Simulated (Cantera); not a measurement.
Input (Python, Cantera):

```python
import numpy as np
import cantera as ct

gas = ct.Solution("gri30.yaml")
gas.TPX = 423, 500000, {'C3H8': 1, 'O2': 3.85, 'N2': 14.5}
flame = ct.FreeFlame(gas, width=0.013)
flame.set_refine_criteria(ratio=3, slope=0.08, curve=0.16)
flame.transport_model = "mixture-averaged"
flame.solve(loglevel=0, auto=True)
z, T = flame.grid, flame.T
thick = (T[-1] - T[0]) / np.gradient(T, z).max()
show = ['C3H8', 'O2', 'H2', 'O', 'CH2', 'C2H']
print(f"laminar burning velocity  {flame.velocity[0] * 100:.3f} cm/s")
print(f"burnt temperature         {T[-1]:.1f} K")
print(f"thermal thickness         {thick * 1e3:.4f} mm")
print(f"grid points               {len(z)}")
z0 = z[flame.heat_release_rate.argmax()]
print(f"{'z/mm':>9s}{'T/K':>9s}{'u/(m/s)':>9s}" + "".join(f"{s:>11s}" for s in show))
rows = []
for k in (-3, -2, -1.5, -1, -0.5, -0.25, 0, 0.25, 0.5, 1, 2, 4, 8):
    zz = z0 + k * thick
    rows.append([k * thick, np.interp(zz, z, T), np.interp(zz, z, flame.velocity),
                 *(np.interp(zz, z, flame.X[gas.species_index(s)]) for s in show)])
    print(f"{rows[-1][0] * 1e3:9.3f}{rows[-1][1]:9.1f}{rows[-1][2]:9.3f}" + "".join(f"{x:11.3e}" for x in rows[-1][3:]))
```

Result:

```
laminar burning velocity  42.668 cm/s
burnt temperature         2205.0 K
thermal thickness         0.0964 mm
grid points               141
     z/mm      T/K  u/(m/s)       C3H8         O2         H2          O        CH2        C2H
   -0.289    423.3    0.428  5.158e-02  1.985e-01  2.233e-03  2.494e-17  5.223e-22  2.357e-27
   -0.193    427.7    0.434  5.139e-02  1.973e-01  6.121e-03  3.832e-14  2.653e-18  1.939e-23
   -0.145    443.5    0.452  5.111e-02  1.950e-01  1.045e-02  3.003e-12  5.349e-16  5.830e-21
   -0.096    544.8    0.563  4.963e-02  1.839e-01  1.828e-02  6.740e-10  1.749e-12  1.240e-16
   -0.048   1015.2    1.090  3.426e-02  1.335e-01  2.908e-02  5.108e-07  2.460e-08  8.430e-11
   -0.024   1433.2    1.592  1.209e-02  8.604e-02  3.425e-02  2.298e-05  3.006e-06  4.434e-08
    0.000   1824.4    2.073  2.890e-04  3.892e-02  3.593e-02  2.206e-04  5.121e-05  2.369e-06
    0.024   2020.7    2.300  1.450e-07  1.379e-02  3.383e-02  3.930e-04  4.975e-05  4.033e-06
    0.048   2088.4    2.370  1.897e-11  4.795e-03  3.275e-02  4.046e-04  1.384e-05  1.293e-06
    0.096   2129.8    2.407  3.965e-16  9.906e-04  3.331e-02  2.860e-04  6.473e-07  6.852e-08
    0.193   2160.0    2.435  4.173e-21  3.022e-04  3.426e-02  1.434e-04  7.057e-09  8.690e-10
    0.385   2182.9    2.458  2.214e-25  1.103e-04  3.454e-02  5.379e-05  4.139e-11  5.801e-12
    0.771   2196.4    2.472  7.509e-29  3.462e-05  3.462e-02  1.685e-05  5.048e-13  6.940e-14
```

Detailed kinetics in Cantera: GRI-Mech 3.0 (53 species, 325 reactions). GRI-Mech 3.0 was tuned for natural gas; its chemistry of propane as a main component is partial and can be far from experiment. Burning velocities carry a grid error of a few per cent, more on coarse grids.
